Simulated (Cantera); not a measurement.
Input: 1 mol SiH2Cl2, 0.41 mol NH3, 0.53 mol N2, at 8.10 mbar.

Method: chemical equilibrium by Gibbs-energy minimisation in Cantera with the NASA 1993 tables (ideal gas, pure condensed phases). Candidate condensed phases: NH4Cl, Si, Si3N4; 28 gas species. The tables' values for SiCl3, SiCl, SiN are old estimates; treat these amounts as uncertain. Gases not in the tables: Si2H6 and higher silanes. Equilibrium is a limit: real reactors are often held back by kinetics, nucleation or transport.

x: gas mole fraction; n: condensed amount in mol.

```
T (°C)  x HCl   x H2   x SiCl2    x N2   x SiCl4   x SiCl3  n Si3N4(s)  n Si(l)
------  -----  -----  --------  ------  --------  --------  ----------  -------
500     0.371  0.436  3.48e-10  0.0928    0.0997   4.89e-7       0.247        0
600     0.408  0.416   5.32e-8  0.0862    0.0898   9.02e-6       0.255        0
700     0.437  0.400       [?]  0.0811       [?]   9.02e-5       0.262        0
800     0.459  0.387   7.13e-5  0.0772    0.0752  0.000579       0.266        0
900     0.475  0.377   0.00100  0.0748    0.0683   0.00263       0.269        0
1000    0.480  0.369   0.00861  0.0762    0.0566   0.00863       0.267        0
1100    0.453  0.363    0.0427  0.0888    0.0337    0.0176       0.246        0
1200    0.372  0.371     0.111   0.117    0.0101    0.0181       0.198        0
1300    0.267  0.397     0.175   0.148   0.00170    0.0106       0.143        0
1400    0.179  0.423     0.219   0.172  0.000240   0.00503      0.0971        0
1500    0.162  0.400     0.212   0.219       [?]   0.00279           0    0.276
1600    0.171  0.393     0.208   0.219   2.43e-5   0.00189           0    0.286
1700    0.177  0.383     0.201   0.217   1.02e-5   0.00131           0    0.287
```

### Question
Complete the blanks.

### Answer

- 1500, x SiCl4: 6.25e-5
- 700, x SiCl2: 2.85e-6
- 700, x SiCl4: 0.0819
